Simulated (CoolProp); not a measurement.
A simple Rankine cycle with R1336mzz(Z): condensing at 315.15 K, boiler at 0.853 MPa, turbine inlet 421.4 K, turbine efficiency 0.75, pump efficiency 0.6, no recuperator. Each further row changes one setting.

Model: reference Helmholtz-energy equation of state, McLinden 2020, in CoolProp.

| case | thermal efficiency (%) | net work (kJ/kg) | heat in (kJ/kg) | turbine exit temperature (K) | volume ratio over the turbine |
|---|---|---|---|---|---|
| as stated | ___ | 24.8 | 254 | 387.0 | ___ |
| turbine inlet 441.4 K | 9.5 | ___ | 277 | 407.4 | 6.34 |
| condensing temperature 307.15 K | 10.8 | 28.7 | ___ | ___ | 8.53 |
| boiler pressure 0.597 MPa | 8.0 | 20.8 | 259 | 395.0 | ___ |
| turbine efficiency 0.65 | 8.4 | 21.3 | 254 | ___ | 6.52 |

Task: What belongs in the gaps?

Result: 
- as stated, thermal efficiency (%): 9.7
- as stated, volume ratio over the turbine: 6.46
- turbine inlet 441.4 K, net work (kJ/kg): 26.4
- condensing temperature 307.15 K, heat in (kJ/kg): 264
- condensing temperature 307.15 K, turbine exit temperature (K): 382.6
- boiler pressure 0.597 MPa, volume ratio over the turbine: 4.39
- turbine efficiency 0.65, turbine exit temperature (K): 390.4
